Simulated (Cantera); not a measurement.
A closed system holds: 1 mol B, a varied amount of H₂O, 6.5 mol H₂, equilibrated at 1800 K and 10000 Pa.

These are equilibrium values from Cantera (NASA tables, ideal gas, pure condensed phases), not measurements of a reactor. Candidate condensed phases: B, B₂O₃, B₃O₃H₃, H₂O; 23 gas species. Equilibrium is a limit: real reactors are often held back by kinetics, nucleation or transport.

Question: Which condensed phases are stable at each of these points (n(H₂O) (mol)): 0.79, 0.92, 1.1, 1.3, 1.5, 1.7, 2, 2.4, 2.8, 3.3, 3.8?

Answer: 
```csv
n(H₂O) (mol),condensed phases,B condensed (%)
0.79,B(s),23.3
0.92,B(s),11.0
1.1,gas only,0.0
1.3,gas only,0.0
1.5,gas only,0.0
1.7,gas only,0.0
2,gas only,0.0
2.4,gas only,0.0
2.8,gas only,0.0
3.3,gas only,0.0
3.8,gas only,0.0
```

From 0.79 mol H₂O to 0.92 mol H₂O the condensed part is B(s). From 1.1 mol H₂O to 3.8 mol H₂O nothing is condensed.
